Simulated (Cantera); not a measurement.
Input: 1 mol SiH2Cl2, 0.21 mol O2, held at 1300 °C and 1.13 Torr.

Equilibrium computed with Cantera from the NASA thermochemical tables; the gas is ideal and each condensed phase is pure. The tables' values for SiCl3, SiCl are old estimates; treat these amounts as uncertain. Equilibrium is a limit: real reactors are often held back by kinetics, nucleation or transport.

```tsv
species	before	after
O2	<1e-9	0.608
HCl	0.337	0.263
Cl	0.000565	0.0840
H2	0.247	6.83e-6
SiCl2	0.230	<1e-9
SiO	0.174	1.36e-9
H2O	1.66e-6	0.0429
SiCl3	0.00962	<1e-9
SiCl4	0.00106	<1e-9
OH	<1e-9	0.000623
O	<1e-9	0.000210
SiHCl3	0.000103	<1e-9
SiCl	5.74e-5	<1e-9
SiO2(β-quartz), mol	0	1.00
```
Gas species are given as mole fractions.

Problem. What was changed between the two runs?
A. O2 from 0.21 to 0.052 mol
B. O2 from 0.21 to 4.6 mol
C. temperature from 1300 °C to 1250 °C
D. O2 from 0.21 to 0.72 mol

Solution. B, O2 from 0.21 to 4.6 mol. The tables hold silica as quartz up to 1696 K and as liquid above; real silica turns to tridymite and cristobalite and melts near 1996 K
